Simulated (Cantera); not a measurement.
Input: 1 mol SiC, 1.2 mol N₂O, a varied amount of H₂, equilibrated at 1175 K and 12.0 Pa.

Equilibrium computed with Cantera from the NASA thermochemical tables; the gas is ideal and each condensed phase is pure. Candidate condensed phases: C, C₆H₆, C₇H₈, C₈H₁₈, H₂O, Si, SiC, SiO₂, Si₂N₂O, Si₃N₄; 151 gas species. Mutual solubility and eutectic melting of coexisting phases are not modelled. Equilibrium is a limit: real reactors are often held back by kinetics, nucleation or transport.

Which condensed phases are stable at each of these points (n(H₂) (mol)): 16, 45, 75, 100, 130, 160, 190, 220, 250, 280, 310, 340, 370?


| n(H₂) (mol) | condensed phases | Si condensed (%) |
|---|---|---|
| 16 | C(graphite) + Si₂N₂O(s) | 100.0 |
| 45 | C(graphite) + Si₂N₂O(s) | 100.0 |
| 75 | C(graphite) + Si₂N₂O(s) | 100.0 |
| 100 | C(graphite) + SiC(s) + Si₂N₂O(s) | 100.0 |
| 130 | SiC(s) + Si₂N₂O(s) | 100.0 |
| 160 | SiC(s) + Si₂N₂O(s) | 99.9 |
| 190 | SiC(s) + Si₂N₂O(s) | 99.9 |
| 220 | SiC(s) + Si₂N₂O(s) | 99.9 |
| 250 | SiC(s) + Si₂N₂O(s) | 99.9 |
| 280 | SiC(s) + Si₂N₂O(s) | 99.9 |
| 310 | SiC(s) + Si₂N₂O(s) | 99.9 |
| 340 | SiC(s) + Si₂N₂O(s) | 99.9 |
| 370 | SiC(s) + Si₂N₂O(s) | 99.8 |

From 16 mol H₂ to 75 mol H₂ the condensed part is C(graphite) + Si₂N₂O(s). At 100 mol H₂ the condensed part is C(graphite) + SiC(s) + Si₂N₂O(s). From 130 mol H₂ to 370 mol H₂ the condensed part is SiC(s) + Si₂N₂O(s).
